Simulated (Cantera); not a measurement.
An isothermal, constant-pressure homogeneous reactor starts with CO : O2 : H2O : N2 = 0.0079 : 0.0041 : 0.0009 : 1 (molar parts), equivalence ratio 0.96, at 1475 K and 2.86 atm.

Detailed kinetics in Cantera: GRI-Mech 3.0 (53 species, 325 reactions).

Q: Predict: x(CO) at 8.00 s; x(O2) at 8.00 s; x(H2O) at 8.00 s; x(NO2) at 8.00 s.

A: 
```
Quantity                                              Value
----------------  -----------------------------------------
x(CO) at 8.00 s     2.20e-6 (gas-phase equilibrium 1.34e-6)
x(O2) at 8.00 s   0.000147 (gas-phase equilibrium 0.000134)
x(H2O) at 8.00 s  0.000891 (gas-phase equilibrium 0.000892)
x(NO2) at 8.00 s    2.39e-9 (gas-phase equilibrium 7.62e-9)
```
